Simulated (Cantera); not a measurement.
A closed system holds: 1 mol SiH2Cl2, 5.9 mol N2O, 120 mol N2, equilibrated at 0.00510 bar.

Equilibrium computed with Cantera from the NASA thermochemical tables; the gas is ideal and each condensed phase is pure. Candidate condensed phases: H2O, NH4Cl, Si, SiO2, Si2N2O, Si3N4; 47 gas species. The tables hold silica as quartz up to 1696 K and as liquid above; real silica turns to tridymite and cristobalite and melts near 1996 K. The numbers say what is thermodynamically allowed, not how fast it happens. All values below are at 1127 °C.

Base state: N2 0.969, O2 0.0142, HCl 0.0127, Cl 0.00264, H2O 0.00136, NO 0.000209, Cl2 4.41e-5 (mole fractions); condensed: SiO2(β-quartz).

Task: What changes in the equilibrium state with this change: N2 from 120 to 5.2 mol?

Result: 
| species | before | after |
|---|---|---|
| N2 | 0.969 | 0.735 |
| O2 | 0.0142 | 0.124 |
| HCl | 0.0127 | 0.114 |
| Cl | 0.00264 | 0.0156 |
| Cl2 | 4.41e-5 | 0.00154 |
| ClO | 6.34e-7 | 1.11e-5 |
| H2O | 0.00136 | 0.00932 |
| OH | 6.86e-6 | 3.08e-5 |
| NO | 0.000209 | 0.000538 |
| SiO2(β-quartz), mol | 1.00 | 1.00 |

Task: What changes in the equilibrium state with this change: N2O from 5.9 to 41 mol?

Result: 
```csv
species,before,after
N2,0.969,0.881
O2,0.0142,0.106
HCl,0.0127,0.00811
NO,0.000209,0.000544
OH,6.86e-6,1.15e-5
Cl2,4.41e-5,4.75e-5
"SiO2(β-quartz), mol",1.00,1.00
```
